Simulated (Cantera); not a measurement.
Input (Python, Cantera):

```python
import numpy as np
import cantera as ct

gas = ct.Solution("h2o2.yaml")
gas.TPX = 900, 1333, {'H2': 0.064, 'O2': 1}
reactor = ct.IdealGasConstPressureReactor(gas, energy="off", clone=False)
net = ct.ReactorNet([reactor])
net.rtol, net.atol = 1e-08, 1e-18
show = ['H2', 'O2', 'H2O', 'H', 'O']
times = np.geomspace(3e-06, 5, 15)

steps = ct.SolutionArray(gas, extra=["t"])
rows = []
print(f"{'t/s':>10s}{'T/K':>9s}{'P/Pa':>11s}" + "".join(f"{s:>11s}" for s in show))
for t in times:
    while net.time < t:
        t_next = net.step()
        steps.append(gas.state, t=t_next)
    rows.append([np.interp(t, steps.t, y) for y in (steps.T, steps.P, *steps(*show).X.T)])
    print(f"{t:10.3e}{rows[-1][0]:9.1f}{rows[-1][1]:11.4g}" + "".join(f"{x:11.3e}" for x in rows[-1][2:]))
rate = np.gradient(steps.T, steps.t)
print("integrator steps:", len(steps.t))
if steps.T.max() > steps.T[0] + 200:
    print(f"time of steepest temperature rise: {steps.t[rate.argmax()]:.4e} s")
gas.TPX = 900, 1333, {'H2': 0.064, 'O2': 1}
gas.equilibrate("TP")
print(f"equilibrium (TP): T = {gas.T:.1f} K  " + "  ".join(f"{s} {gas[s].X[0]:.3e}" for s in show))
```

It prints:

```
       t/s      T/K       P/Pa         H2         O2        H2O          H          O
 3.000e-06    900.0       1333  6.015e-02  9.398e-01  5.571e-18  7.801e-14  4.292e-16
 8.347e-06    900.0       1333  6.015e-02  9.398e-01  8.926e-17  2.152e-13  3.061e-15
 2.323e-05    900.0       1333  6.015e-02  9.398e-01  1.746e-15  5.849e-13  2.319e-14
 6.462e-05    900.0       1333  6.015e-02  9.398e-01  3.261e-14  1.547e-12  1.687e-13
 1.798e-04    900.0       1333  6.015e-02  9.398e-01  5.383e-13  4.018e-12  1.170e-12
 5.003e-04    900.0       1333  6.015e-02  9.398e-01  7.460e-12  1.210e-11  8.034e-12
 1.392e-03    900.0       1333  6.015e-02  9.398e-01  1.286e-10  7.837e-11  8.163e-11
 3.873e-03    900.0       1333  6.015e-02  9.398e-01  1.581e-08  7.217e-09  8.130e-09
 1.078e-02    900.0       1333  5.587e-02  9.374e-01  3.261e-03  1.535e-03  1.464e-03
 2.998e-02    900.0       1333  1.055e-03  9.341e-01  5.978e-02  1.297e-03  3.057e-03
 8.343e-02    900.0       1333  1.269e-04  9.376e-01  6.179e-02  2.702e-05  3.327e-04
 2.321e-01    900.0       1333  2.278e-05  9.379e-01  6.197e-02  1.303e-06  4.629e-05
 6.459e-01    900.0       1333  3.959e-06  9.380e-01  6.200e-02  8.622e-08  7.473e-06
 1.797e+00    900.0       1333  5.395e-07  9.380e-01  6.201e-02  7.058e-09  1.398e-06
 5.000e+00    900.0       1333  5.283e-08  9.380e-01  6.201e-02  7.261e-10  3.088e-07
integrator steps: 1438
equilibrium (TP): T = 900.0 K  H2 1.786e-12  O2 9.380e-01  H2O 6.202e-02  H 1.362e-15  O 4.546e-11
```

Model: the H2/O2 subset of GRI-Mech 3.0, which has no nitrogen chemistry, integrated in Cantera. Radical loss at walls, strong at low pressure, is not modelled. Below about 950 K walls govern HO2 and H2O2 in real vessels. The temperature is held fixed by assumption; the heat of reaction is taken as removed at once.
